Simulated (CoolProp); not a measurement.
Vapour-liquid equilibrium of R134a (1) + R245fa (2) at 0.205 bar; x and y are mole fractions of (1).

Computed with CoolProp (multi-fluid Helmholtz-energy mixture model, Tillner-Roth 1994 and Akasaka 2015; pair parameters Akasaka 2014).

```tsv
x	bubble temperature (K)	y at the bubble point	dew temperature at overall composition x (K)	liquid density (mol/L)
0.05	249.1	0.271	253.2	11.03
0.15	241.7	0.577	251.4	11.41
0.25	236.3	0.734	?	?
0.35	232.0	0.824	247.5	12.09
0.45	?	0.882	245.2	12.41
0.55	225.9	0.920	242.5	12.74
0.65	?	0.948	239.4	13.07
0.75	221.4	0.968	235.6	13.41
0.85	219.5	0.983	230.6	13.77
0.95	217.9	0.995	223.2	14.14
```

**Question.** Some entries are withheld; supply them.

**Answer.** 
- 0.25, dew temperature at overall composition x (K): 249.6
- 0.25, liquid density (mol/L): 11.75
- 0.45, bubble temperature (K): 228.7
- 0.65, bubble temperature (K): 223.5

No azeotrope shows between x = 0.05 and 0.95.

The pair parameters rest on a limited set of measurements; away from them the model extrapolates.
